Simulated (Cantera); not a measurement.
What does this Cantera script print?

```python
import numpy as np
import cantera as ct

gas_names = """
    CL CL2 H HCL H2 Si SiCL SiCL2 SiCL3 SiCL4 SiH SiHCL3 SiH2 SiH2CL2 SiH3 SiH3CL SiH4 Si2 Si3
""".split()
cond_names = """
    Si(cr) Si(L)
""".split()


# ... load() reads the species with a 1 bar reference pressure and builds the phases ...
atoms = {
    'SiCl4': {'Si': 1, 'CL': 4},
    'Cl2': {'CL': 2},
    'H2': {'H': 2},
}
top_T = {}  # K; cautious upper limits of use, not melting points


# ... equilibrate(T, P, feed) seeds the gas with the atoms and calls Mixture.equilibrate('TP', solver="vcs", rtol=1e-11, max_steps=5000) ...
results = []
feed = {'SiCl4': 1, 'Cl2': 0.57, 'H2': 11}  # mol
T = 1700  # K
for P in [10000, 23000, 51000, 120000, 260000, 590000, 1300000, 3000000]:
    mix = equilibrate(T, P, feed)
    results.append((T, P, feed, dict(zip(mix.species_names, mix.species_moles))))

top = {s: max(r[3][s] / sum(r[3][g] for g in gas_names) for r in results) for s in gas_names}
cols = sorted((s for s in top if top[s] > 1e-05), key=lambda s: -top[s])[:8]
seen = [c for c in cond_names if any(r[3].get(c, 0) > 1e-12 for r in results)]
print("log10 of partial pressures in bar; condensed amounts in mol")
print(f"{'P/Pa':>10s}" + "".join(f"{s[:9]:>10s}" for s in cols + seen))
for T, P, feed, n in results:
    ng = sum(n[g] for g in gas_names)
    print(f"{P:10.4g}" + "".join(f"{np.log10(max(n[s] / ng * P / 1e5, 1e-99)):10.3f}" for s in cols)
          + "".join(f"{n.get(c, 0):10.4g}" for c in seen))
```

It prints:

```
log10 of partial pressures in bar; condensed amounts in mol
      P/Pa        H2       HCL     SiCL2     SiCL4    SiHCL3     SiCL3   SiH2CL2         H
     1e+04    -1.155    -1.646    -2.166    -4.199    -4.420    -3.330    -5.401    -4.409
   2.3e+04    -0.791    -1.291    -1.824    -3.510    -3.723    -2.814    -4.695    -4.227
   5.1e+04    -0.442    -0.955    -1.508    -2.870    -3.071    -2.337    -4.030    -4.053
   1.2e+05    -0.066    -0.600    -1.188    -2.215    -2.395    -1.848    -3.333    -3.865
   2.6e+05     0.275    -0.285    -0.921    -1.660    -1.813    -1.437    -2.725    -3.694
   5.9e+05     0.638     0.044    -0.670    -1.115    -1.234    -1.039    -2.111    -3.513
   1.3e+06     0.988     0.357    -0.465    -0.632    -0.715    -0.696    -1.557    -3.338
     3e+06     1.357     0.691    -0.295    -0.164    -0.211    -0.376    -1.017    -3.153
```

Equilibrium computed with Cantera from the NASA thermochemical tables; the gas is ideal and each condensed phase is pure. The tables' values for SiCl3, SiCl are old estimates; treat these amounts as uncertain.
